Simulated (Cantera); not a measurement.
Input: 1 mol n-butane, 0.02 mol NH₃, held at 950 K and 19.0 bar.

These are equilibrium values from Cantera (NASA tables, ideal gas, pure condensed phases), not measurements of a reactor. Candidate condensed phases: C, C₆H₆, C₇H₈, C₈H₁₈; 92 gas species. Kinetics and transport are ignored.

Base state: CH₄ 0.573, H₂ 0.424, N₂ 0.00300, NH₃ 0.000237, C₂H₆ 8.59e-5 (mole fractions); condensed: C(graphite).

Q: What changes in the equilibrium state with this change: pressure from 19.0 bar to 1.00 bar?

A: 
| species | before | after |
|---|---|---|
| H₂ | 0.424 | 0.871 |
| CH₄ | 0.573 | 0.127 |
| N₂ | 0.00300 | 0.00222 |
| C₂H₆ | 8.59e-5 | 2.06e-6 |
| NH₃ | 0.000237 | 3.16e-5 |
| C(graphite), mol | 2.16 | 3.43 |

Q: What changes in the equilibrium state with this change: NH₃ from 0.02 to 2.5 mol?

A: 
```json
[
 {"species": "CH₄", "before": "0.573", "after": "0.445"},
 {"species": "H₂", "before": "0.424", "after": "0.374"},
 {"species": "N₂", "before": "0.00300", "after": "0.180"},
 {"species": "NH₃", "before": "0.000237", "after": "0.00152"},
 {"species": "C₂H₆", "before": "8.59e-5", "after": "5.88e-5"},
 {"species": "C(graphite), mol", "before": "2.16", "after": "0.924"}
]
```
